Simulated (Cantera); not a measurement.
Cu2O + H2 + H2O (hydrogen reduction and annealing atmospheres)

Charge: 1 mol Cu2O, 250 mol H2, 0.065 mol H2O, held at 1.80 Torr.

These are equilibrium values from Cantera (NASA tables, ideal gas, pure condensed phases), not measurements of a reactor. Candidate condensed phases: Cu, CuO, Cu(OH)2, Cu2O, H2O; 12 gas species. Equilibrium is a limit: real reactors are often held back by kinetics, nucleation or transport.

```json
[
 {"T (°C)": "1027", "log p H2": "-2.62", "log p Cu": "-6.80", "log p H": "-7.27", "log p H2O": "-4.99", "log p Cu2": "-10.89", "log p OH": "-11.52", "log p O": "<-14", "n Cu(s)": "1.98", "n Cu(l)": "0"},
 {"T (°C)": "1077", "log p H2": "-2.62", "log p Cu": "-6.31", "log p H": "-6.93", "log p H2O": "-4.99", "log p Cu2": "-10.19", "log p OH": "-11.09", "log p O": "<-14", "n Cu(s)": "1.95", "n Cu(l)": "0"},
 {"T (°C)": "1127", "log p H2": "-2.62", "log p Cu": "-5.87", "log p H": "-6.62", "log p H2O": "-4.99", "log p Cu2": "-9.58", "log p OH": "-10.69", "log p O": "<-14", "n Cu(s)": "0", "n Cu(l)": "1.86"},
 {"T (°C)": "1177", "log p H2": "-2.62", "log p Cu": "-5.46", "log p H": "-6.34", "log p H2O": "-4.99", "log p Cu2": "-9.02", "log p OH": "-10.32", "log p O": "-14.09", "n Cu(s)": "0", "n Cu(l)": "1.64"},
 {"T (°C)": "1227", "log p H2": "-2.62", "log p Cu": "-5.08", "log p H": "-6.07", "log p H2O": "-4.99", "log p Cu2": "-8.49", "log p OH": "-9.98", "log p O": "-13.48", "n Cu(s)": "0", "n Cu(l)": "1.14"},
 {"T (°C)": "1277", "log p H2": "-2.63", "log p Cu": "-4.73", "log p H": "-5.81", "log p H2O": "-4.99", "log p Cu2": "-8.00", "log p OH": "-9.66", "log p O": "-12.92", "n Cu(s)": "0", "n Cu(l)": "0.0481"},
 {"T (°C)": "1327", "log p H2": "-2.63", "log p Cu": "-4.72", "log p H": "-5.58", "log p H2O": "-4.99", "log p Cu2": "-8.19", "log p OH": "-9.35", "log p O": "-12.39", "n Cu(s)": "0", "n Cu(l)": "0"},
 {"T (°C)": "1377", "log p H2": "-2.63", "log p Cu": "-4.72", "log p H": "-5.35", "log p H2O": "-4.99", "log p Cu2": "-8.38", "log p OH": "-9.07", "log p O": "-11.89", "n Cu(s)": "0", "n Cu(l)": "0"},
 {"T (°C)": "1427", "log p H2": "-2.63", "log p Cu": "-4.72", "log p H": "-5.14", "log p H2O": "-4.99", "log p Cu2": "-8.56", "log p OH": "-8.80", "log p O": "-11.41", "n Cu(s)": "0", "n Cu(l)": "0"},
 {"T (°C)": "1477", "log p H2": "-2.63", "log p Cu": "-4.72", "log p H": "-4.95", "log p H2O": "-5.00", "log p Cu2": "-8.73", "log p OH": "-8.55", "log p O": "-10.97", "n Cu(s)": "0", "n Cu(l)": "0"}
]
```
log p: log10 of the partial pressure in bar; n: condensed amount in mol.

From 1027 °C to 1077 °C the condensed part is Cu(s). From 1127 °C to 1277 °C the condensed part is Cu(l). From 1327 °C to 1477 °C nothing is condensed. The main Cu-bearing gas is Cu throughout.
